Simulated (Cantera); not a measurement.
Reactions in the system H-O-Ta

Standard-state values (1 bar) from the NASA 1993 polynomials, evaluated with Cantera. Values are per mole of reaction as written; species without (g) are pure solids or liquids, kept so even where they would boil at 1 bar.

TaO₂(g) + 2 H₂O(g) = 4 OH(g) + Ta

| T (K) | ΔH° (kJ) | ΔS° (J/K) | ΔG° (kJ) | log10 K |
|---|---|---|---|---|
| 523 | 848.1 | 134.4 | 777.8 | -77.68 |
| 573 | 849.2 | 136.3 | 771.1 | -70.29 |
| 623 | 850.2 | 138.0 | 764.2 | -64.07 |
| 673 | 851.1 | 139.4 | 757.3 | -58.77 |
| 723 | 852.0 | 140.7 | 750.3 | -54.20 |
| 773 | 852.8 | 141.8 | 743.2 | -50.22 |
| 823 | 853.5 | 142.7 | 736.1 | -46.72 |
